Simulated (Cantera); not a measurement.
Feed: 1 mol C₂H₅OH, 0.6 mol CO₂, 1.5 mol H₂, held at 752 °C and 1.33 mbar.

Method: chemical equilibrium by Gibbs-energy minimisation in Cantera with the NASA 1993 tables (ideal gas, pure condensed phases). Candidate condensed phases: C, C₆H₆, C₇H₈, C₈H₁₈, H₂O; 110 gas species. Kinetics and transport are ignored.

What is the equilibrium state?


* **x(H₂)**: 0.672
* **x(CO)**: 0.328
* **x(H₂O)**: 7.80e-5
* **x(CO₂)**: 4.94e-5
* **x(CH₄)**: 4.42e-5
* **n(C(graphite))**: 0.401 mol
* **gas amount**: 6.699 mol
